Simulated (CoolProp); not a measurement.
Vapour-liquid equilibrium of dimethyl ether (1) + R236EA (2) at 433 kPa; x and y are mole fractions of (1).

The numbers come from the multi-fluid Helmholtz-energy mixture model, Wu 2011 and Rui 2013; pair parameters Bell 2016 in CoolProp.

| x | bubble temperature, mixture model (K) | bubble temperature, Raoult's law (K) | y, mixture model | y, Raoult's law |
|---|---|---|---|---|
| 0.05 | 321.2 | 318.9 | 0.056 | 0.119 |
| 0.15 | 320.5 | 314.2 | 0.177 | 0.316 |
| 0.25 | 319.2 | 309.9 | 0.313 | 0.472 |
| 0.35 | 317.1 | 306.1 | 0.459 | 0.596 |
| 0.45 | 314.0 | 302.6 | 0.607 | 0.696 |
| 0.55 | 309.8 | 299.4 | 0.742 | 0.777 |
| 0.65 | 304.7 | 296.4 | 0.851 | 0.843 |
| 0.75 | 299.2 | 293.7 | 0.926 | 0.898 |
| 0.85 | 294.0 | 291.2 | 0.971 | 0.944 |
| 0.95 | 289.6 | 288.9 | 0.994 | 0.983 |

The largest gap from Raoult's law is +11.4 K in bubble temperature, at x = 0.45. No azeotrope shows between x = 0.05 and 0.95.

The pair parameters rest on a limited set of measurements; away from them the model extrapolates.
